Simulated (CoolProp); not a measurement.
Computed with CoolProp (reference Helmholtz-energy equation of state, Lemmon 2006). It is a short technical equation, of lower accuracy than the large ones.

Task: Give the vapour pressure (MPa), enthalpy of vaporisation (kJ/kg), liquid cp (kJ/(kg K)) of saturated acetone at 362.1, 428 K.

Result: 
```json
[
 {"T (K)": "362.1", "p (MPa)": "0.278", "enthalpy of vaporisation (kJ/kg)": "463", "liquid cp (kJ/(kg K))": "2.34"},
 {"T (K)": "428", "p (MPa)": "1.26", "enthalpy of vaporisation (kJ/kg)": "364", "liquid cp (kJ/(kg K))": "2.70"}
]
```
